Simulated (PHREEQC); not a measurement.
Dissolve 1.8 mmol/kgw NH4HF2 at 25 °C. Closed to the air; pH follows from the charge balance.

Computed with PHREEQC (ion-association model, phreeqc.dat).

This is a speciation only: nothing precipitates in the calculation.

What pH, ionic strength does the model give?

pH 3.37; ionic strength 0.00224 mol/kgw.

In which forms is F present?

F- 62 %, HF 37 %, HF2- 0.6 % of the F.
